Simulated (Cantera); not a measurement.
A perfectly stirred reactor is fed with NH₃ : N₂ = 1 : 10 (molar parts), at 0.987 atm; it is held at 2300 K, and followed from long to short residence time.

Computed with Cantera and the gas-phase N/H chemistry of the illustrative SiF4/NH3 mechanism in the Surface Chemkin manual (1991). Walls and surfaces, which speed up NH3 decomposition in real reactors, are not modelled.

Problem. What does this change do: NH3 1 to 5.7 parts?

Solution. 
| quantity | before | after |
|---|---|---|
| x(NH₃) at τ = 11.0 s | 3.00e-5 | 0.000158 |
| x(H) at τ = 11.0 s | 0.00337 | 0.00606 |
| x(NH₂) at τ = 11.0 s | 2.60e-6 | 7.68e-6 |
| x(N₂H₄) at τ = 11.0 s | <1e-12 | 3.32e-12 |
| x(NH) at τ = 11.0 s | 1.56e-6 | 2.58e-6 |
| x(NH₃) at τ = 44.0 ms | 0.00469 | 0.0154 |
| x(H) at τ = 44.0 ms | 0.000907 | 0.00201 |
| x(NH₂) at τ = 44.0 ms | 0.000113 | 0.000257 |
| x(N₂H₄) at τ = 44.0 ms | 7.27e-10 | 3.73e-9 |
| x(NH) at τ = 44.0 ms | 1.81e-5 | 2.87e-5 |

Problem. What does this change do: pressure from 0.987 atm to 0.0263 atm?

Solution. 
| quantity | before | after |
|---|---|---|
| x(NH₃) at τ = 11.0 s | 3.00e-5 | 0.000113 |
| x(H) at τ = 11.0 s | 0.00337 | 0.00435 |
| x(NH₂) at τ = 11.0 s | 2.60e-6 | 1.26e-5 |
| x(N₂H₄) at τ = 11.0 s | <1e-12 | <1e-12 |
| x(NH) at τ = 11.0 s | 1.56e-6 | 9.60e-6 |
| x(NH₃) at τ = 44.0 ms | 0.00469 | 0.0514 |
| x(H) at τ = 44.0 ms | 0.000907 | 0.000268 |
| x(NH₂) at τ = 44.0 ms | 0.000113 | 0.000780 |
| x(N₂H₄) at τ = 44.0 ms | 7.27e-10 | 9.15e-10 |
| x(NH) at τ = 44.0 ms | 1.81e-5 | 5.20e-5 |
